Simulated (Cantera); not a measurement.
An isothermal, constant-pressure homogeneous reactor starts with CH4 : CO2 : H2 = 1 : 0.79 : 0.36 (molar parts), at 1375 K and 2700000 Pa. Integrator tolerance rtol = 1e-08.

Computed with Cantera and GRI-Mech 3.0 (53 species, 325 reactions). The pressure lies above the range GRI-Mech 3.0 was tuned for (to about 10 atm).

What does this change do: CH4 1 to 1.7 parts?


```json
[
 {"quantity": "x(CH4) at 70.0 s", "before": "0.306 (gas-phase equilibrium 0.0735)", "after": "0.403 (gas-phase equilibrium 0.208)"},
 {"quantity": "x(CO2) at 70.0 s", "before": "0.111 (gas-phase equilibrium 0.00454)", "after": "0.0690 (gas-phase equilibrium 0.000896)"},
 {"quantity": "x(H2) at 70.0 s", "before": "0.162 (gas-phase equilibrium 0.494)", "after": "0.171 (gas-phase equilibrium 0.433)"},
 {"quantity": "x(C2H) at 70.0 s", "before": "2.92e-12 (gas-phase equilibrium <1e-12)", "after": "4.27e-12 (gas-phase equilibrium <1e-12)"},
 {"quantity": "x(HO2) at 70.0 s", "before": "<1e-12 (gas-phase equilibrium <1e-12)", "after": "<1e-12 (gas-phase equilibrium <1e-12)"},
 {"quantity": "x(CH3) at 70.0 s", "before": "1.00e-5 (gas-phase equilibrium 1.38e-6)", "after": "1.29e-5 (gas-phase equilibrium 4.18e-6)"},
 {"quantity": "x(CH2CO) at 70.0 s", "before": "3.40e-6 (gas-phase equilibrium 3.91e-7)", "after": "3.68e-6 (gas-phase equilibrium 1.07e-6)"}
]
```
GRI-Mech 3.0 stops at C3 and has no aromatics, soot or wall deposition, so with more carbon than oxygen in the feed, carbon stays in small species such as C2H2 where larger ones or solid carbon would form.
